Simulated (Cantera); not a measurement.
## Moist CO burnout

An isothermal, constant-pressure homogeneous reactor starts with 0.128 % CO, 1.67 % O2, 0.0137 % H2O, 98.2 % N2, at 1273 K and 2.70 bar.

Model: GRI-Mech 3.0 (53 species, 325 reactions), integrated in Cantera.

```
t (s)         x CO    x O2     x H2O    x NO2     x N2O      x OH    x H2O2
--------  --------  ------  --------  -------  --------  --------  --------
0.000200   0.00128  0.0167  0.000137   <1e-12    <1e-12  2.88e-11    <1e-12
0.000544   0.00128  0.0167  0.000137   <1e-12  5.01e-12  1.64e-10    <1e-12
0.00148    0.00128  0.0167  0.000137   <1e-12  3.94e-11  9.12e-10    <1e-12
0.00403    0.00128  0.0167  0.000137   <1e-12  4.63e-10   8.31e-9    <1e-12
0.0110     0.00126  0.0167  0.000137   <1e-12   4.01e-8   7.68e-7  8.34e-10
0.0299    0.000811  0.0165  0.000135  1.52e-9   1.35e-6   3.04e-6   2.35e-9
0.0813    0.000288  0.0162  0.000136  1.13e-8   2.74e-6   2.06e-6  9.07e-10
0.221      5.31e-5  0.0161  0.000137  2.74e-8   2.85e-6   1.19e-6  1.95e-10
0.602      4.52e-6  0.0161  0.000137  2.70e-8   1.46e-6   6.16e-7  3.71e-11
1.64       1.87e-7  0.0161  0.000137  1.20e-8   2.02e-7   2.76e-7  7.18e-12
4.46       5.01e-9  0.0161  0.000137  4.17e-9   1.77e-8   1.30e-7  1.60e-12
12.1      5.49e-10  0.0161  0.000137  3.52e-9   1.27e-8   1.16e-7  1.27e-12
33.1      5.43e-10  0.0161  0.000137  3.52e-9   1.27e-8   1.16e-7  1.27e-12
90.0      5.43e-10  0.0161  0.000137  3.53e-9   1.27e-8   1.16e-7  1.27e-12
```
x: mole fraction; the columns are a selection and need not sum to one.

Equilibrium at this temperature and pressure: CO 5.44e-10, O2 0.0160, H2O 0.000137, NO2 5.63e-7, N2O 1.26e-8, OH 1.16e-7, H2O2 1.27e-12 (gas phase only).
